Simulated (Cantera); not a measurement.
What does this Cantera script print?

```python
import numpy as np
import cantera as ct

gas_names = """
    Fe FeO Fe(OH)2 H HO2 H2 H2O H2O2 H2S H2SO4 O OH O2 O3 S SH SO SO2 SO3 S2 S2O S8
""".split()
cond_names = """
    Fe(a) Fe(c) Fe(d) Fe(L) FeO(s) FeO(L) Fe(OH)2(s) Fe(OH)3(s) FeS(a) FeS(b) FeS(c) FeS(L) FeSO4(s)
    FeS2(s) Fe2O3(s) Fe2S3O12(s) Fe3O4(s) H2O(s) H2O(L) H2SO4(L) S(cr1) S(cr2) S(L)
""".split()


# ... load() reads the species with a 1 bar reference pressure and builds the phases ...
atoms = {
    'FeS2': {'Fe': 1, 'S': 2},
    'H2': {'H': 2},
    'H2O': {'H': 2, 'O': 1},
}
top_T = {'FeSO4(s)': 950, 'FeS2(s)': 1010, 'Fe2O3(s)': 1830, 'Fe2S3O12(s)': 1100, 'Fe3O4(s)': 1870}  # K; cautious upper limits of use, not melting points


# ... equilibrate(T, P, feed) seeds the gas with the atoms and calls Mixture.equilibrate('TP', solver="vcs", rtol=1e-11, max_steps=5000) ...
results = []
feed = {'FeS2': 1, 'H2': 39, 'H2O': 2.7}  # mol
P = 2900  # Pa
for T in [1325, 1375, 1425, 1475, 1525, 1575, 1625, 1675, 1725, 1775, 1825, 1875, 1925, 1975]:
    mix = equilibrate(T, P, feed)
    results.append((T, P, feed, dict(zip(mix.species_names, mix.species_moles))))

top = {s: max(r[3][s] / sum(r[3][g] for g in gas_names) for r in results) for s in gas_names}
cols = sorted((s for s in top if top[s] > 1e-06), key=lambda s: -top[s])[:6]
seen = [c for c in cond_names if any(r[3].get(c, 0) > 1e-12 for r in results)]
print("log10 of partial pressures in bar; condensed amounts in mol")
print(f"{'T/K':>10s}" + "".join(f"{s[:9]:>10s}" for s in cols + seen))
for T, P, feed, n in results:
    ng = sum(n[g] for g in gas_names)
    print(f"{T:10.4g}" + "".join(f"{np.log10(max(n[s] / ng * P / 1e5, 1e-99)):10.3f}" for s in cols)
          + "".join(f"{n.get(c, 0):10.4g}" for c in seen))
```

Output:

```
log10 of partial pressures in bar; condensed amounts in mol
       T/K        H2       H2O       H2S        S2        Fe         H     Fe(d)     Fe(L)    FeS(c)    FeS(L)
      1325    -1.578    -2.727    -3.169    -5.137    -9.165    -6.575         0         0         1         0
      1375    -1.578    -2.727    -3.178    -4.894    -8.489    -6.254         0         0         1         0
      1425    -1.578    -2.727    -3.191    -4.680    -7.857    -5.955         0         0         1         0
      1475    -1.577    -2.727    -3.210    -4.493    -7.273    -5.676         0         0         0    0.9999
      1525    -1.577    -2.727    -3.236    -4.334    -6.748    -5.415         0         0         0    0.9997
      1575    -1.577    -2.728    -3.268    -4.202    -6.249    -5.170         0         0         0    0.9992
      1625    -1.577    -2.728    -3.306    -4.094    -5.774    -4.940         0         0         0    0.9976
      1675    -1.578    -2.730    -3.291    -3.886    -5.382    -4.724    0.1988         0         0    0.7952
      1725    -1.581    -2.732    -3.265    -3.664    -5.026    -4.522    0.5413         0         0    0.4449
      1775    -1.584    -2.735    -3.251    -3.475    -4.691    -4.330    0.9702         0         0         0
      1825    -1.584    -2.737    -3.311    -3.451    -4.378    -4.148         0    0.9386         0         0
      1875    -1.585    -2.740    -3.374    -3.435    -4.091    -3.976         0    0.8806         0         0
      1925    -1.587    -2.743    -3.437    -3.428    -3.819    -3.813         0    0.7757         0         0
      1975    -1.589    -2.748    -3.503    -3.429    -3.562    -3.658         0    0.5916         0         0
```

Method: chemical equilibrium by Gibbs-energy minimisation in Cantera with the NASA 1993 tables (ideal gas, pure condensed phases). Metal and sulfide melt together well below either melting point, which pure phases cannot show. Mutual solubility and eutectic melting of coexisting phases are not modelled. FeS: taken at fixed stoichiometry.
